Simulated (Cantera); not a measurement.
Feed: 1 mol Hg, 0.28 mol H2, at 1598 K and 0.250 bar.

Cantera equilibrium calculation (NASA polynomials, part measured and part estimated; ideal gas, pure solids and liquids). Candidate condensed phases: Hg; 3 gas species. Kinetics and transport are ignored.

Base state: Hg 0.781, H2 0.219, H 4.98e-5 (mole fractions); condensed: gas only.

**Question.** What changes in the equilibrium state with this change: temperature from 1598 K to 475 K?

**Answer.** 
```csv
species,before,after
H2,0.219,0.903
Hg,0.781,0.0971
H,4.98e-5,<1e-9
"Hg(l), mol",0,0.970
```

**Question.** What changes in the equilibrium state with this change: Hg replaced by HgO?

**Answer.** 
| species | before | after |
|---|---|---|
| Hg | 0.781 | 0.610 |
| O2 | 0 | 0.219 |
| H2O | 0 | 0.171 |
| H2 | 0.219 | 4.72e-6 |
| OH | 0 | 0.000325 |
| O | 0 | 1.33e-5 |
| H | 4.98e-5 | 2.31e-7 |
Further candidate phases: H2O, HgO.

**Question.** What changes in the equilibrium state with this change: Hg replaced by PbO?

**Answer.** 
| species | before | after |
|---|---|---|
| H2O | 0 | 0.647 |
| Pb | 0 | 0.238 |
| PbO | 0 | 0.113 |
| Hg | 0.781 | 0 |
| H2 | 0.219 | 0.000958 |
| Pb2 | 0 | 0.000179 |
| OH | 0 | 8.67e-5 |
| O2 | 0 | 7.67e-5 |
| Pb(l), mol | 0 | 0.177 |
| PbO(l), mol | 0 | 0.671 |
Each liquid is taken as pure. Mutual solubility and eutectic melting of coexisting phases are not modelled. Gases not in the tables: (PbO)n polymers. Further candidate phases: H2O, Pb, PbO, PbO2, Pb3O4.
